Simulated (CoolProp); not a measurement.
A simple Rankine cycle with R142b: condensing at 326.15 K, boiler at 1.94 MPa, turbine inlet 469 K, turbine efficiency 0.6, pump efficiency 0.6, no recuperator. Each further row changes one setting.

The numbers come from the reference Helmholtz-energy equation of state, Lemmon 2006 in CoolProp. It is a short technical equation, of lower accuracy than the large ones.

```json
[
 {"case": "as stated", "thermal efficiency (%)": "5.6", "net work (kJ/kg)": "…", "heat in (kJ/kg)": "320", "turbine exit temperature (K)": "…", "volume ratio over the turbine": "2.65"},
 {"case": "condensing temperature 318.15 K", "thermal efficiency (%)": "6.6", "net work (kJ/kg)": "…", "heat in (kJ/kg)": "331", "turbine exit temperature (K)": "…", "volume ratio over the turbine": "3.25"},
 {"case": "boiler pressure 1.36 MPa", "thermal efficiency (%)": "…", "net work (kJ/kg)": "12.0", "heat in (kJ/kg)": "326", "turbine exit temperature (K)": "…", "volume ratio over the turbine": "…"},
 {"case": "turbine efficiency 0.5", "thermal efficiency (%)": "4.6", "net work (kJ/kg)": "…", "heat in (kJ/kg)": "320", "turbine exit temperature (K)": "445.0", "volume ratio over the turbine": "2.67"}
]
```

Complete the blanks.


- as stated, net work (kJ/kg): 17.9
- as stated, turbine exit temperature (K): 441.9
- condensing temperature 318.15 K, net work (kJ/kg): 21.9
- condensing temperature 318.15 K, turbine exit temperature (K): 436.9
- boiler pressure 1.36 MPa, thermal efficiency (%): 3.7
- boiler pressure 1.36 MPa, turbine exit temperature (K): 452.7
- boiler pressure 1.36 MPa, volume ratio over the turbine: 1.84
- turbine efficiency 0.5, net work (kJ/kg): 14.6
